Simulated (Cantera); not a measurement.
Input: 1 mol PbO, 1.1 mol C, 0.74 mol CO, 3.6 mol CH4, at 0.00110 bar.

Method: chemical equilibrium by Gibbs-energy minimisation in Cantera with the NASA 1993 tables (ideal gas, pure condensed phases). Candidate condensed phases: C, C6H6, C7H8, C8H18, H2O, Pb, PbO, PbO2, Pb3O4; 113 gas species. The numbers say what is thermodynamically allowed, not how fast it happens.

**Question.** At 1925 K, list the 5 most abundant gas species with their mole fractions, and the condensed phases.

**Answer.** H2 0.703, CO 0.173, Pb 0.0994, H 0.0242, C2H2 (acetylene) 0.000322. Condensed: C(graphite).
